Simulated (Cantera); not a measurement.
Feed: 1 mol SiO2, 1.2 mol F2, 0.8 mol N2, at 1048 K and 0.000300 bar.

These are equilibrium values from Cantera (NASA tables, ideal gas, pure condensed phases), not measurements of a reactor. Candidate condensed phases: Si, SiO2, Si2N2O, Si3N4; 28 gas species. Equilibrium is a limit: real reactors are often held back by kinetics, nucleation or transport.

Base state: N2 0.400, SiF4 0.300, O2 0.300, NO 4.41e-5 (mole fractions); condensed: SiO2(β-quartz).

Problem. What changes in the equilibrium state with this change: temperature from 1048 K to 1800 K?

Solution. 
```
species                before     after
--------------------  -------  --------
N2                      0.400     0.397
SiF4                    0.300     0.298
O2                      0.300     0.296
O                     2.00e-8   0.00382
NO                    4.41e-5   0.00350
SiF3                    <1e-9  0.000698
F                     2.72e-9  0.000760
SiO2(β-quartz), mol     0.400         0
SiO2(condensed), mol        0     0.400
```
The tables' values for SiF3, SiO2 are old estimates; treat these amounts as uncertain. The tables hold silica as quartz up to 1696 K and as liquid above; real silica turns to tridymite and cristobalite and melts near 1996 K.
